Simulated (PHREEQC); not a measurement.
TMAH is added in steps, without added water, to 1 kg of water holding 0.0065 mol/kgw CaCl2, 0.26 mol/kgw NaHCO3 and 0.00087 mol/kgw KCl, at 20 °C. Oxygen alone is held at its pressure in air (log pO2 = -0.68). CO2 from the air is kept out. Only these solids could form: Aragonite, Halite, Sylvite.

Base run: PHREEQC, ion-association model, phreeqc.dat. Each further column changes one thing. The table gives Ca in solution (mol/kgw).

| TMAH added (mol) | base | all activity coefficients set to 1 | Davies equation for every ion | metal-ligand complexes left out | Debye-Hückel limiting law |
|---|---|---|---|---|---|
| 0 | 9.98e-5 | ? | 0.000100 | 4.17e-5 | 0.000344 |
| 0.04063 | 1.28e-5 | 9.48e-6 | 1.27e-5 | 1.92e-6 | ? |
| 0.08937 | 9.22e-6 | 8.19e-6 | 9.08e-6 | 9.13e-7 | ? |
| 0.13 | 8.31e-6 | ? | 8.17e-6 | 6.68e-7 | ? |
| 0.1706 | 7.81e-6 | 7.77e-6 | 7.66e-6 | 5.39e-7 | ? |
| 0.2194 | 7.40e-6 | 7.68e-6 | 7.27e-6 | 4.44e-7 | 5.64e-5 |
| 0.26 | 7.17e-6 | 7.64e-6 | 7.05e-6 | 4.03e-7 | ? |

**Question.** Some entries are withheld; supply them.

**Answer.** 
- 0, all activity coefficients set to 1: 4.00e-5
- 0.04063, Debye-Hückel limiting law: 4.67e-5
- 0.08937, Debye-Hückel limiting law: 3.61e-5
- 0.13, all activity coefficients set to 1: 7.90e-6
- 0.13, Debye-Hückel limiting law: 3.83e-5
- 0.1706, Debye-Hückel limiting law: 4.44e-5
- 0.26, Debye-Hückel limiting law: 7.08e-5

(CH3)4N+ isn't in the database: it is added as a free cation with an ion size of 4 Å. The ionic strength passes 0.7 mol/kgw, the rough limit of the ion-association models, in part of: metal-ligand complexes left out; Debye-Hückel limiting law.
